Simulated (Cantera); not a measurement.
Input (Python, Cantera) and output of one run.

```python
import numpy as np
import cantera as ct

gas_names = """
    C2H6 AL HCN C3H8
""".split()
cond_names = """
    ALN(s)
""".split()


# ... load() reads the species with a 1 bar reference pressure and builds the phases ...
species = {s.name: s for s in load("nasa_gas.yaml", gas_names) + load("nasa_condensed.yaml", cond_names)}
# Each term lists the table entries of one substance; the one whose range holds T is used.
reactions = {
    '5 C2H6(g) + 2 Al(g) + 2 HCN(g) = 4 C3H8(g) + 2 AlN':
        [(-5, ['C2H6']), (-2, ['AL']), (-2, ['HCN']), (4, ['C3H8']), (2, ['ALN(s)'])],
}


def pick(names, T):
    return next(species[n] for n in names if species[n].thermo.min_temp <= T <= species[n].thermo.max_temp)


results = []
for label, terms in reactions.items():
    print(label)
    print("     T/K   dH/kJ  dS/(J/K)   dG/kJ   log10 K")
    for T in [1973, 2048, 2123, 2198, 2273, 2348, 2423, 2498, 2573, 2648]:
        used = [(nu, pick(names, T)) for nu, names in terms]
        dH = sum(nu * s.thermo.h(T) for nu, s in used) / 1e6
        dS = sum(nu * s.thermo.s(T) for nu, s in used) / 1e3
        dG = dH - T * dS / 1e3
        logK = -dG * 1e6 / (ct.gas_constant * T * np.log(10))
        results.append((label, T, dH, dS, dG, logK, [s.name for _, s in used]))
        print(f"{T:8g} {dH:8.1f} {dS:8.1f} {dG:8.1f} {logK:8.2f}")
```

Output:

```
5 C2H6(g) + 2 Al(g) + 2 HCN(g) = 4 C3H8(g) + 2 AlN
     T/K   dH/kJ  dS/(J/K)   dG/kJ   log10 K
    1973  -1507.1   -707.6   -111.0     2.94
    2048  -1503.9   -706.0    -58.0     1.48
    2123  -1500.8   -704.5     -5.1     0.13
    2198  -1497.6   -703.0     47.7    -1.13
    2273  -1494.4   -701.6    100.3    -2.31
    2348  -1491.3   -700.3    152.9    -3.40
    2423  -1488.2   -698.9    205.4    -4.43
    2498  -1485.0   -697.7    257.8    -5.39
    2573  -1481.9   -696.4    310.0    -6.29
    2648  -1478.8   -695.2    362.2    -7.15
```

Source: NASA polynomial tables (part measured, part estimated), evaluated in Cantera. Condensed species are held in their standard states even where they would react or evaporate.
